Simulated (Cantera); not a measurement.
A closed system holds: 1 mol SiH4, 0.49 mol HCl, 3 mol H2, at 0.0133 bar.

Equilibrium computed with Cantera from the NASA thermochemical tables; the gas is ideal and each condensed phase is pure. Candidate condensed phases: Si; 19 gas species. Kinetics and transport are ignored.

Over these rows the condensed part is Si(s). Partial pressures as log10 of bar:

```csv
T (K),1000/T (1/K),log p SiCl4,log p H2,log p HCl
1025,0.9756,-3.79,-1.89,-3.47
1100,0.9091,-3.98,-1.90,-3.28
1175,0.8511,-4.32,-1.90,-3.15
1250,0.8000,-4.83,-1.91,-3.10
1325,0.7547,-5.43,-1.91,-3.08
1400,0.7143,?,-1.91,-3.08
```

Fit log p(SiCl4) = a + b·(1000/T) to the five rows, give the apparent enthalpy, and predict the row at 1400 K.

Means: 1000/T = 0.8581, log p = -4.470. Sxy = 0.224020, Sxx = 0.0305234, so b = 7.34 and a = -4.470 − (7.34)×0.8581 = -10.77.
Apparent enthalpy: −19.145 × (7.34) = -141 kJ/mol. With the condensed phases at unit activity, Si(s) + 4 HCl(g) = SiCl4(g) + 2 H2(g) links this pressure to the main gases: over the six rows their terms move log p by +1.60 in all, so the slope isn't that reaction's ΔH° alone. The five rows lie within 0.20 of the line; that is curvature, so one enthalpy describes this range poorly.
Prediction at 1400 K: -10.77 + (7.34)×0.7143 = -5.53. The computed value is -6.01, 0.48 from the line.
